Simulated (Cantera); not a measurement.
# Ignition delay

Mixture: CH₃OH : O₂ : N₂ = 1 : 1.25 : 4.7 (molar parts), equivalence ratio 1.2, at 8.09 atm, adiabatic and at constant volume. Ignition delay is the time to a rise of 400 K.

Model: GRI-Mech 3.0 (53 species, 325 reactions), integrated in Cantera. GRI-Mech 3.0 was tuned for natural gas; its chemistry of methanol as a main component is partial and can be far from experiment.

```
T0 (K)  delay (ms)
------  ----------
1075          17.1
1150          3.88
1225          1.06
1300         0.340
1375         0.125
1450        0.0522
```

```yaml
apparent activation energy between 1300 and 1450 K: 200 kJ/mol
```
